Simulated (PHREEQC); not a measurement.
PHREEQC input (Pitzer model, pitzer.dat):

```
SOLUTION 1
  temp 25
  units mol/kgw
  pH 7 charge
  Cl 0.071
  K 1.1559
  C(4) 0.2449
  S(6) 0.3
END
USE solution 1
INCREMENTAL_REACTIONS false
REACTION 1
  H2O -1
  0 9.886 18.011 24.689 30.178 34.689 38.397 41.444
  43.949 46.007 47.699 49.089 50.232 51.172 51.944 52.578
  53.1 53.528 53.88 54.17 54.408 54.603 54.764 54.896
  55.005 55.094 moles
EQUILIBRIUM_PHASES 1
  Arcanite 0 0
  Kalicinite 0 0
  Misenite 0 0
  Sylvite 0 0
  CO2(g) -3.4 10
SELECTED_OUTPUT 1
  -reset false
  -pH true
  -pe true
  -ionic_strength true
  -water true
  -activities H2O
  -totals C Cl K S
  -molalities H+ K+ Cl- CO3-2 SO4-2 OH- HCO3- CO2 HSO4-
  -equilibrium_phases Arcanite Kalicinite Misenite Sylvite
PRINT
  -reset false
END
```

Selected output (columns that matter, 24 of 26 rows; water left (kg) added in front):

```
water left (kg)	pH	mu	C	Cl	K	S	m_H+	m_K+	m_Cl-	m_CO3-2	la_H2O	Arcanite	Kalicinite	Sylvite
0.999144	9.9794	1.6475	0.2949	0.071061	1.1569	0.30026	2.5811e-10	1.1569	0.071061	0.1903	-0.010671	0	0	0
0.821119	10.016	2.0101	0.35338	0.086467	1.4077	0.36536	2.4394e-10	1.4077	0.086467	0.23703	-0.012856	0	0	0
0.674812	10.056	2.3369	0.42403	0.10521	1.6363	0.40625	2.2637e-10	1.6363	0.10521	0.29441	-0.014962	0.025857	0	0
0.554569	10.1	2.4766	0.50912	0.12803	1.7418	0.36971	2.1061e-10	1.7418	0.12803	0.36511	-0.016237	0.094972	0	0
0.455742	10.144	2.6631	0.61192	0.15579	1.8807	0.33048	1.9742e-10	1.8807	0.15579	0.45191	-0.01789	0.14939	0	0
0.374528	10.188	2.9111	0.73624	0.18957	2.0633	0.28951	1.8641e-10	2.0633	0.18957	0.55829	-0.02005	0.19157	0	0
0.252925	10.279	3.6664	1.0695	0.28072	2.6119	0.20701	1.6888e-10	2.6119	0.28072	0.84751	-0.026629	0.24764	0	0
0.207833	10.328	4.2197	1.2915	0.34162	3.0105	0.16786	1.6106e-10	3.0105	0.34162	1.0414	-0.0316	0.26511	0	0
0.170786	10.383	4.9268	1.5618	0.41572	3.518	0.13153	1.5283e-10	3.518	0.41572	1.2772	-0.038238	0.27754	0	0
0.140326	10.445	5.8217	1.8919	0.50597	4.1593	0.09891	1.4341e-10	4.1593	0.50597	1.5635	-0.047179	0.28612	0	0
0.115297	10.516	6.9433	2.296	0.6158	4.963	0.070791	1.3211e-10	4.963	0.6158	1.9095	-0.059304	0.29184	0	0
0.0947083	10.599	8.3393	2.7933	0.74967	5.9651	0.047744	1.1848e-10	5.9651	0.74967	2.3265	-0.075873	0.29548	0	0
0.0777624	10.696	10.065	3.4099	0.91304	7.2088	0.030052	1.0257e-10	7.2088	0.91304	2.8257	-0.098607	0.29766	0	0
0.0638223	10.807	12.178	4.1823	1.1125	8.7452	0.017561	8.5053e-11	8.7452	1.1125	3.4153	-0.1297	0.29888	0	0
0.0523326	10.933	14.744	5.1722	1.3558	10.641	0.009605	6.7311e-11	10.641	1.3558	4.0935	-0.17158	0.2995	0	4.982e-05
0.0422672	10.95	15.061	5.3341	1.299	10.851	0.009049	6.6968e-11	10.851	1.299	4.2002	-0.17615	0.29962	0.081909	0.016094
0.0339251	10.95	15.061	5.3341	1.299	10.851	0.009049	6.6968e-11	10.851	1.299	4.2002	-0.17615	0.29969	0.16145	0.026931
0.0270643	10.95	15.061	5.3341	1.299	10.851	0.009049	6.6968e-11	10.851	1.299	4.2002	-0.17615	0.29976	0.22686	0.035843
0.0167731	10.95	15.061	5.3341	1.299	10.851	0.009049	6.6968e-11	10.851	1.299	4.2002	-0.17615	0.29985	0.32498	0.049211
0.0129724	10.95	15.061	5.3341	1.299	10.851	0.009049	6.6968e-11	10.851	1.299	4.2002	-0.17615	0.29988	0.36122	0.054149
0.00983437	10.95	15.061	5.3341	1.299	10.851	0.009049	6.6968e-11	10.851	1.299	4.2002	-0.17615	0.29991	0.39114	0.058225
0.00726157	10.95	15.061	5.3341	1.299	10.851	0.009049	6.6968e-11	10.851	1.299	4.2002	-0.17615	0.29993	0.41567	0.061567
0.00513707	10.95	15.061	5.3341	1.299	10.851	0.009049	6.6968e-11	10.851	1.299	4.2002	-0.17615	0.29995	0.43592	0.064327
0.00340238	10.95	15.061	5.3341	1.299	10.851	0.009049	6.6968e-11	10.851	1.299	4.2002	-0.17615	0.29997	0.45246	0.06658
```

Complexes and solids missing from the database can't appear.
